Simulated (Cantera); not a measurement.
Input: 1 mol Si3N4, 0.13 mol CO2, 13 mol H2, at 0.0158 Torr.

Cantera equilibrium calculation (NASA polynomials, part measured and part estimated; ideal gas, pure solids and liquids). Candidate condensed phases: C, C6H6, C7H8, C8H18, H2O, Si, SiC, SiO2, Si2N2O, Si3N4; 151 gas species. Mutual solubility and eutectic melting of coexisting phases are not modelled. Gases not in the tables: Si2H6 and higher silanes. The numbers say what is thermodynamically allowed, not how fast it happens.

Which condensed phases are stable at each of these points (T (K)): 1148, 1298, 1448, 1598, 1748, 1898, 2048, 2198?


```json
[
 {"T (K)": "1148", "condensed phases": "SiC(s) + Si2N2O(s) + Si3N4(s)", "Si condensed (%)": "100.0"},
 {"T (K)": "1298", "condensed phases": "Si(s) + SiC(s) + Si2N2O(s) + Si3N4(s)", "Si condensed (%)": "99.9"},
 {"T (K)": "1448", "condensed phases": "Si(s) + SiC(s)", "Si condensed (%)": "91.4"},
 {"T (K)": "1598", "condensed phases": "Si(s) + SiC(s)", "Si condensed (%)": "89.3"},
 {"T (K)": "1748", "condensed phases": "Si(l) + SiC(s)", "Si condensed (%)": "51.6"},
 {"T (K)": "1898", "condensed phases": "gas only", "Si condensed (%)": "0.0"},
 {"T (K)": "2048", "condensed phases": "gas only", "Si condensed (%)": "0.0"},
 {"T (K)": "2198", "condensed phases": "gas only", "Si condensed (%)": "0.0"}
]
```

At 1148 K the condensed part is SiC(s) + Si2N2O(s) + Si3N4(s). At 1298 K the condensed part is Si(s) + SiC(s) + Si2N2O(s) + Si3N4(s). From 1448 K to 1598 K the condensed part is Si(s) + SiC(s). At 1748 K the condensed part is Si(l) + SiC(s). From 1898 K to 2198 K nothing is condensed.
